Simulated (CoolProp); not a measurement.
A simple Rankine cycle with vinyl chloride: condensing at 321.15 K, boiler at 1.75 MPa, turbine inlet 429 K, turbine efficiency 0.6, pump efficiency 0.6, no recuperator. Each further row changes one setting.

Computed with CoolProp (reference Helmholtz-energy equation of state, Thol 2022).

```
case                             thermal efficiency (%)  net work (kJ/kg)  heat in (kJ/kg)  turbine exit temperature (K)  volume ratio over the turbine
-------------------------------  ----------------------  ----------------  ---------------  ----------------------------  -----------------------------
as stated                                             …              23.3              402                             …                           2.29
condensing temperature 313.15 K                       …              28.9              414                         388.0                           2.79
boiler pressure 1.22 MPa                            3.5              14.4              409                         410.3                           1.61
turbine efficiency 0.5                                …              19.1              402                             …                              …
```

### Question
Some entries are withheld; supply them.

### Answer

- as stated, thermal efficiency (%): 5.8
- as stated, turbine exit temperature (K): 395.2
- condensing temperature 313.15 K, thermal efficiency (%): 7.0
- turbine efficiency 0.5, thermal efficiency (%): 4.7
- turbine efficiency 0.5, turbine exit temperature (K): 399.1
- turbine efficiency 0.5, volume ratio over the turbine: 2.32
